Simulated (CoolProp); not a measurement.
Vapour-liquid equilibrium of ethylene (1) + ethane (2) at 12.9 bar; x and y are mole fractions of (1).

Model: multi-fluid Helmholtz-energy mixture model, Smukala 2000 and Bücker 2006; pair parameters Bell 2016, in CoolProp.

Problem. Give the bubble temperature and the first vapour's composition at x = 0.2, 0.65, 0.95. Is there an azeotrope?

Solution. x = 0.2: 244.0 K, y = 0.291; x = 0.65: 235.0 K, y = 0.743; x = 0.95: 230.0 K, y = 0.967. No azeotrope shows between x = 0.05 and 0.95.

The pair parameters rest on a limited set of measurements; away from them the model extrapolates.
